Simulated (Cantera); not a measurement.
Feed: 1 mol SO₂, 0.56 mol O₂, held at 1875 °C and 13.3 mbar.

These are equilibrium values from Cantera (NASA tables, ideal gas, pure condensed phases), not measurements of a reactor. Candidate condensed phases: S; 10 gas species. Rates play no part.

Base state: SO₂ 0.631, O₂ 0.354, O 0.00994, SO 0.00477, SO₃ 0.000166, S 1.09e-5 (mole fractions); condensed: gas only.

Task: What changes in the equilibrium state with this change: temperature from 1875 °C to 502 °C?

Result: 
| species | before | after |
|---|---|---|
| SO₃ | 0.000166 | 0.603 |
| SO₂ | 0.631 | 0.231 |
| O₂ | 0.354 | 0.166 |
| O | 0.00994 | <1e-9 |
| SO | 0.00477 | <1e-9 |

Task: What changes in the equilibrium state with this change: temperature from 1875 °C to 1302 °C?

Result: 
```json
[
 {"species": "SO₂", "before": "0.631", "after": "0.640"},
 {"species": "O₂", "before": "0.354", "after": "0.359"},
 {"species": "SO₃", "before": "0.000166", "after": "0.00115"},
 {"species": "O", "before": "0.00994", "after": "5.55e-5"},
 {"species": "S", "before": "1.09e-5", "after": "<1e-9"},
 {"species": "SO", "before": "0.00477", "after": "1.03e-5"}
]
```
